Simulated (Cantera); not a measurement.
An isothermal, constant-pressure homogeneous reactor starts with 34.9 % H₂, 39.7 % O₂, 25.4 % N₂, equivalence ratio 0.44, at 1073 K and 0.570 bar.

Model: the H2/O2 subset of GRI-Mech 3.0, which has no nitrogen chemistry, integrated in Cantera. The temperature is held fixed by assumption; the heat of reaction is taken as removed at once.

x: mole fraction; the columns are a selection and need not sum to one.

| t (s) | x H₂ | x O₂ | x OH | x H₂O₂ | x O | x HO₂ | x H |
|---|---|---|---|---|---|---|---|
| 0.000200 | 0.0265 | 0.278 | 0.000275 | 5.13e-5 | … | 0.000274 | 0.000159 |
| 0.000629 | 0.0203 | 0.276 | 1.41e-5 | 0.000162 | … | 0.000176 | 6.36e-6 |
| 0.00198 | 0.0166 | 0.275 | 1.40e-5 | 0.000216 | … | 0.000159 | 5.17e-6 |
| 0.00621 | 0.00928 | 0.272 | 1.13e-5 | 0.000142 | … | 0.000115 | 2.38e-6 |
| 0.0195 | 0.00281 | 0.270 | 6.46e-6 | 3.30e-5 | … | 5.11e-5 | 4.27e-7 |
| 0.0614 | 0.000530 | 0.269 | 2.41e-6 | 2.47e-6 | … | 1.34e-5 | 3.06e-8 |
| 0.193 | 9.47e-5 | 0.269 | 8.04e-7 | 1.29e-7 | … | 2.90e-6 | 1.94e-9 |
| 0.607 | 1.15e-5 | 0.269 | 3.91e-7 | 5.14e-9 | … | 4.44e-7 | 1.29e-10 |
| 1.91 | 5.00e-8 | 0.269 | 5.79e-7 | 3.70e-10 | 2.50e-10 | 1.21e-8 | 1.36e-12 |
| 6.00 | 7.28e-10 | 0.269 | 1.09e-6 | 1.09e-9 | 8.42e-10 | 6.00e-9 | <1e-12 |

Question: What belongs in the gaps?

Answer: 
- 0.000200, x O: 0.000232
- 0.000629, x O: 1.20e-5
- 0.00198, x O: 1.07e-5
- 0.00621, x O: 6.84e-6
- 0.0195, x O: 2.15e-6
- 0.0614, x O: 2.34e-7
- 0.193, x O: 1.70e-8
- 0.607, x O: 1.24e-9
